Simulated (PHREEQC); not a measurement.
# Ultrapure water in contact with air or piping

A made-up water analysis in mmol/kgw, 25 °C, pH 6.25, pe 11.8: Na 0.0028; K 1.07e-05; Ca 0.000546; Mg 3.22e-05; Cl 0.00191; S(6) 0.0005; Alkalinity (meq/kgw) 0.0011; Br 6.7e-06.

Valence states are taken as typed.

Computed with PHREEQC (ion-association model, phreeqc.dat).

No solid was allowed to form.

Task: Estimate the charge-balance error.

Result: charge-balance error -0.5 %.

Task: In which forms is C present?

Result: CO2 56 %, HCO3- 44 % of the C.
